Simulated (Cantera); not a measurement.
Input (Python, Cantera) and output of one run.

```python
import numpy as np
import cantera as ct

gas_names = """
    CL CL2 H HCL H2 Na NaCL NaH Na2 Na2CL2
""".split()
cond_names = """
    Na(cr) Na(L) NaCL(s) NaCL(L)
""".split()


def load(file, names, dense=False):
    # The tables refer to 1 bar. Condensed volumes are neglected.
    table = {s.name: s for s in ct.Species.list_from_file(file)}
    out = []
    for n in names:
        d = dict(table[n].input_data)
        d["thermo"] = dict(d["thermo"], **{"reference-pressure": 1e5})
        if dense:
            d["equation-of-state"] = {"model": "constant-volume", "density": "1e6 g/cm^3"}
        out.append(ct.Species.from_dict(d))
    return out


gas = ct.Solution(thermo="ideal-gas", species=load("nasa_gas.yaml", gas_names))
cond = {s.name: ct.Solution(thermo="fixed-stoichiometry", species=[s], name=s.name)
        for s in load("nasa_condensed.yaml", cond_names, dense=True)}
atoms = {
    'NaCl': {'Na': 1, 'CL': 1},
    'H2': {'H': 2},
}
top_T = {}  # K; cautious upper limits of use, not melting points


def equilibrate(T, P, feed):
    n = {}
    for name, mol in feed.items():
        for a, k in atoms[name].items():
            n[a] = n.get(a, 0.0) + k * mol
    gas.TPX = T, P, n
    mass = sum(n.values()) * gas.mean_molecular_weight
    gas.equilibrate("TP")
    valid = [c for c in cond.values() if c.min_temp <= T <= top_T.get(c.name, c.max_temp)]
    mix = ct.Mixture([(gas, mass / gas.mean_molecular_weight)] + [(c, 0.0) for c in valid])
    mix.T, mix.P = T, P
    mix.equilibrate("TP", solver="vcs", rtol=1e-11, max_steps=5000)
    return mix


results = []
feed = {'NaCl': 1, 'H2': 23}  # mol
T = 723  # K
P = 1400  # Pa
mix = equilibrate(T, P, feed)
results.append((T, P, feed, dict(zip(mix.species_names, mix.species_moles))))
print(gas.report(threshold=0.001))
for i in range(1, mix.n_phases):
    print(f"{mix.phase(i).name:16s} {mix.phase_moles(i):12.5e} mol")
```

It prints:

```
       temperature   723 K
          pressure   1400 Pa
           density   0.00046951 kg/m^3
  mean mol. weight   2.016 kg/kmol
   phase of matter   gas

                          1 kg             1 kmol
                     ---------------   ---------------
          enthalpy        6.1638e+06        1.2426e+07  J
   internal energy         3.182e+06         6.415e+06  J
           entropy             95269        1.9206e+05  J/K
    Gibbs function       -6.2716e+07       -1.2644e+08  J
 heat capacity c_p             14579             29392  J/K
 heat capacity c_v             10455             21077  J/K

                      mass frac. Y      mole frac. X     chem. pot. / RT
                     ---------------   ---------------   ---------------
                H2           0.99999                 1           -21.033
     [   +9 minor]        6.6814e-06        2.0522e-07

Na(L)             0.00000e+00 mol
NaCL(s)           9.99995e-01 mol
```

Cantera equilibrium calculation (NASA polynomials, part measured and part estimated; ideal gas, pure solids and liquids).
